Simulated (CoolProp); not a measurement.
The numbers come from the reference Helmholtz-energy equation of state, Lemmon 2003 in CoolProp. It is a pseudo-pure fit of the blend.

Q: For R507A, give the phase and the speed of sound (m/s), Joule-Thomson coefficient (K/MPa), conductivity (mW/(m K)) at 327.2 K and 0.101 MPa; 342.9 K and 0.101 MPa.

A: 
- 327.2 K and 0.101 MPa: gas; speed of sound 173, Joule-Thomson coefficient 12.5, conductivity 15.6
- 342.9 K and 0.101 MPa: gas; speed of sound 177, Joule-Thomson coefficient 10.8, conductivity 16.8

Thermal conductivity comes from a separate model (Geller 2001).
